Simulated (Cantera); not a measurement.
Cantera run:

```python
import numpy as np
import cantera as ct

gas_names = [...]  # 136 gases of nasa_gas.yaml made of C, H, N, O
cond_names = """
    C(gr) C6H6(L) C7H8(L) C8H18(L),n-octa H2O(s) H2O(L)
""".split()


# ... load() reads the species with a 1 bar reference pressure and builds the phases ...
atoms = {
    'C6H6': {'C': 6, 'H': 6},
    'H2O': {'H': 2, 'O': 1},
    'N2': {'N': 2},
    'H2': {'H': 2},
}
top_T = {'C(gr)': 4500}  # K; cautious upper limits of use, not melting points


# ... equilibrate(T, P, feed) seeds the gas with the atoms and calls Mixture.equilibrate('TP', solver="vcs", rtol=1e-11, max_steps=5000) ...
results = []
feed = {'C6H6': 1, 'H2O': 0.14, 'N2': 0.3, 'H2': 0.00026}  # mol
P = 100000  # Pa
for T in [1573, 1673, 1773, 1873, 1973, 2073, 2173]:
    mix = equilibrate(T, P, feed)
    results.append((T, P, feed, dict(zip(mix.species_names, mix.species_moles))))

top = {s: max(r[3][s] / sum(r[3][g] for g in gas_names) for r in results) for s in gas_names}
cols = sorted((s for s in top if top[s] > 0.001), key=lambda s: -top[s])[:6]
seen = [c for c in cond_names if any(r[3].get(c, 0) > 1e-12 for r in results)]
print("log10 of partial pressures in bar; condensed amounts in mol")
print(f"{'T/K':>10s}" + "".join(f"{s[:9]:>10s}" for s in cols + seen))
for T, P, feed, n in results:
    ng = sum(n[g] for g in gas_names)
    print(f"{T:10.4g}" + "".join(f"{np.log10(max(n[s] / ng * P / 1e5, 1e-99)):10.3f}" for s in cols)
          + "".join(f"{n.get(c, 0):10.4g}" for c in seen))
```

It prints:

```
log10 of partial pressures in bar; condensed amounts in mol
       T/K        H2        N2        CO       HCN         H C2H2,acet     C(gr)
      1573    -0.058    -1.077    -1.408    -3.330    -4.420    -4.743     5.853
      1673    -0.058    -1.079    -1.408    -3.070    -3.972    -4.302     5.853
      1773    -0.058    -1.080    -1.408    -2.839    -3.575    -3.912     5.851
      1873    -0.058    -1.083    -1.408    -2.634    -3.219    -3.564     5.848
      1973    -0.059    -1.087    -1.408    -2.451    -2.899    -3.252     5.841
      2073    -0.060    -1.092    -1.408    -2.287    -2.610    -2.972     5.832
      2173    -0.062    -1.098    -1.409    -2.140    -2.347    -2.718     5.817
```

Equilibrium computed with Cantera from the NASA thermochemical tables; the gas is ideal and each condensed phase is pure.
